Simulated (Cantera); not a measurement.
What does this Cantera script print?

```python
import numpy as np
import cantera as ct

gas_names = """
    H H2 Pb Pb2
""".split()
cond_names = """
    Pb(cr) Pb(L)
""".split()


# ... load() reads the species with a 1 bar reference pressure and builds the phases ...
atoms = {
    'Pb': {'Pb': 1},
    'H2': {'H': 2},
}
top_T = {}  # K; cautious upper limits of use, not melting points


# ... equilibrate(T, P, feed) seeds the gas with the atoms and calls Mixture.equilibrate('TP', solver="vcs", rtol=1e-11, max_steps=5000) ...
results = []
feed = {'Pb': 1, 'H2': 18}  # mol
P = 1000  # Pa
for T in [600, 700, 800, 900, 1000, 1100, 1200, 1300]:
    mix = equilibrate(T, P, feed)
    results.append((T, P, feed, dict(zip(mix.species_names, mix.species_moles))))
    x = sorted(zip(gas.X, gas.species_names), reverse=True)
    print(f"T = {T:g} K  P = {P:g} Pa  gas = {mix.phase_moles(0):.4g} mol")
    print("   x: " + "  ".join(f"{s} {v:.3e}" for v, s in x if v > 0.001))
    print("   condensed (mol): " + ("  ".join(f"{mix.phase(i).name} {mix.phase_moles(i):.4g}"
          for i in range(1, mix.n_phases) if mix.phase_moles(i) > 1e-12) or "none"))
```

Output:

```
T = 600 K  P = 1000 Pa  gas = 18 mol
   x: H2 1.000e+00
   condensed (mol): Pb(cr) 1
T = 700 K  P = 1000 Pa  gas = 18 mol
   x: H2 1.000e+00
   condensed (mol): Pb(L) 1
T = 800 K  P = 1000 Pa  gas = 18 mol
   x: H2 1.000e+00
   condensed (mol): Pb(L) 0.9999
T = 900 K  P = 1000 Pa  gas = 18 mol
   x: H2 9.999e-01
   condensed (mol): Pb(L) 0.9975
T = 1000 K  P = 1000 Pa  gas = 18.03 mol
   x: H2 9.984e-01  Pb 1.620e-03
   condensed (mol): Pb(L) 0.9708
T = 1100 K  P = 1000 Pa  gas = 18.22 mol
   x: H2 9.879e-01  Pb 1.212e-02
   condensed (mol): Pb(L) 0.7792
T = 1200 K  P = 1000 Pa  gas = 19 mol
   x: H2 9.474e-01  Pb 5.263e-02
   condensed (mol): none
T = 1300 K  P = 1000 Pa  gas = 19 mol
   x: H2 9.474e-01  Pb 5.263e-02
   condensed (mol): none
```

These are equilibrium values from Cantera (NASA tables, ideal gas, pure condensed phases), not measurements of a reactor.
